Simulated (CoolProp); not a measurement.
A simple Rankine cycle with isohexane: condensing at 291.15 K, boiler at 0.425 MPa, turbine inlet 536.7 K, turbine efficiency 0.85, pump efficiency 0.7, no recuperator. Each further row changes one setting.

Computed with CoolProp (reference Helmholtz-energy equation of state, Lemmon 2006). It is a short technical equation, of lower accuracy than the large ones.

| case | thermal efficiency (%) | net work (kJ/kg) | heat in (kJ/kg) | turbine exit temperature (K) | volume ratio over the turbine |
|---|---|---|---|---|---|
| as stated | 13.9 | 122 | 881 | 486.7 | 19.1 |
| condensing temperature 283.15 K | (withheld) | 137 | 898 | (withheld) | 27.1 |
| boiler pressure 0.297 MPa | 12.4 | 109 | (withheld) | 492.9 | 13.3 |
| turbine efficiency 0.75 | 12.3 | 108 | 881 | 492.4 | 19.3 |

Question: Some entries are withheld; supply them.

Answer: 
- condensing temperature 283.15 K, thermal efficiency (%): 15.2
- condensing temperature 283.15 K, turbine exit temperature (K): 481.0
- boiler pressure 0.297 MPa, heat in (kJ/kg): 883
